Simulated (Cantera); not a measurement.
What does this Cantera script print?

```python
import numpy as np
import cantera as ct

gas_names = """
    C CH CH2 CH3 CH2OH CH3O CH4 CH3OH CN CO CO2 COOH C2 C2H CHCO,ketyl C2H2,acetylene C2H2,vinylidene
    CH2CO,ketene C2H3,vinyl CH3CN CH3CO,acetyl C2H4 C2H4O,ethylen CH3CHO,ethanal CH3COOH (HCOOH)2 C2H5
    C2H6 CH3OCH3 C2H5OH CCN CNC C2N2 C2O C3 C3H3,propargyl C3H4,allene C3H4,propyne C3H4,cyclo-
    C3H5,allyl C3H6,propylene C3H6,cyclo- C3H6O C3H7,n-propyl C3H7,i-propyl C3H8 C3H8O,1propanol
    C3H8O,2propanol C3O2 C4 C4H2 C4H4,1,3-cyclo- C4H6,butadiene C4H6,2-butyne C4H6,cyclo- C4H8,1-butene
    C4H8,cis2-buten C4H8,tr2-butene C4H8,isobutene C4H8,cyclo- (CH3COOH)2 C4H9,n-butyl C4H9,i-butyl
    C4H9,s-butyl C4H9,t-butyl C4H10,isobutane C4H10,n-butane C4N2 C5 C5H6,1,3cyclo- C5H8,cyclo-
    C5H10,1-pentene C5H10,cyclo- C5H11,pentyl C5H11,t-pentyl C5H12,n-pentane C5H12,i-pentane
    CH3C(CH3)2CH3 C6H2 C6H5,phenyl C6H5O,phenoxy C6H6 C6H5OH,phenol C6H10,cyclo- C6H12,1-hexene
    C6H12,cyclo- C6H13,n-hexyl C7H7,benzyl C7H8 C7H8O,cresol C7H14,1-heptene C7H15,n-heptyl
    C7H16,n-heptane C8H8,styrene C8H10,ethylbenz C8H16,1-octene C8H17,n-octyl C8H18,isooctane
    C8H18,n-octane C9H19,n-nonyl C10H8,naphthale C10H21,n-decyl C12H9,o-bipheny C12H10,bipheny H HCN HCO
    HCCN HNC HNCO HNO HNO2 HNO3 HO2 H2 HCHO,formaldehy HCOOH H2O H2O2 N NCO NH NH2 NH3 NH2OH NO NO2 NO3
    N2 N2H2 N2H4 N2O O OH O2 O3 Si SiC SiC2 SiC4H12 SiH SiH2 SiH3 SiH4 SiN SiO SiO2 Si2 Si2C Si2N Si3
""".split()
cond_names = """
    C(gr) C6H6(L) C7H8(L) C8H18(L),n-octa H2O(s) H2O(L) Si(cr) Si(L) SiC(b) SiO2(Lqz) SiO2(hqz) SiO2(L)
    Si2N2O(s) Si3N4(a)
""".split()


def load(file, names, dense=False):
    # The tables refer to 1 bar. Condensed volumes are neglected.
    table = {s.name: s for s in ct.Species.list_from_file(file)}
    out = []
    for n in names:
        d = dict(table[n].input_data)
        d["thermo"] = dict(d["thermo"], **{"reference-pressure": 1e5})
        if dense:
            d["equation-of-state"] = {"model": "constant-volume", "density": "1e6 g/cm^3"}
        out.append(ct.Species.from_dict(d))
    return out


gas = ct.Solution(thermo="ideal-gas", species=load("nasa_gas.yaml", gas_names))
cond = {s.name: ct.Solution(thermo="fixed-stoichiometry", species=[s], name=s.name)
        for s in load("nasa_condensed.yaml", cond_names, dense=True)}
atoms = {
    'Si3N4': {'Si': 3, 'N': 4},
    'CO2': {'C': 1, 'O': 2},
    'H2': {'H': 2},
}
top_T = {'C(gr)': 4500, 'SiC(b)': 3050, 'Si2N2O(s)': 2100, 'Si3N4(a)': 2400}  # K; cautious upper limits of use, not melting points


def equilibrate(T, P, feed):
    n = {}
    for name, mol in feed.items():
        for a, k in atoms[name].items():
            n[a] = n.get(a, 0.0) + k * mol
    gas.TPX = T, P, n
    mass = sum(n.values()) * gas.mean_molecular_weight
    gas.equilibrate("TP")
    valid = [c for c in cond.values() if c.min_temp <= T <= top_T.get(c.name, c.max_temp)]
    mix = ct.Mixture([(gas, mass / gas.mean_molecular_weight)] + [(c, 0.0) for c in valid])
    mix.T, mix.P = T, P
    mix.equilibrate("TP", solver="vcs", rtol=1e-11, max_steps=5000)
    return mix


results = []
feed = {'Si3N4': 1, 'CO2': 0.32, 'H2': 6.5}  # mol
T = 1598  # K
P = 101325  # Pa
mix = equilibrate(T, P, feed)
results.append((T, P, feed, dict(zip(mix.species_names, mix.species_moles))))
x = sorted(zip(gas.X, gas.species_names), reverse=True)
print(f"T = {T:g} K  P = {P:g} Pa  gas = {mix.phase_moles(0):.4g} mol")
print("   x: " + "  ".join(f"{s} {v:.3e}" for v, s in x if v > 0.001))
print("   condensed (mol): " + ("  ".join(f"{mix.phase(i).name} {mix.phase_moles(i):.4g}"
      for i in range(1, mix.n_phases) if mix.phase_moles(i) > 1e-12) or "none"))
```

Output:

```
T = 1598 K  P = 101325 Pa  gas = 6.92 mol
   x: H2 9.381e-01  N2 6.100e-02
   condensed (mol): SiC(b) 0.3144  Si2N2O(s) 0.6395  Si3N4(a) 0.4688
```

These are equilibrium values from Cantera (NASA tables, ideal gas, pure condensed phases), not measurements of a reactor. Mutual solubility and eutectic melting of coexisting phases are not modelled.
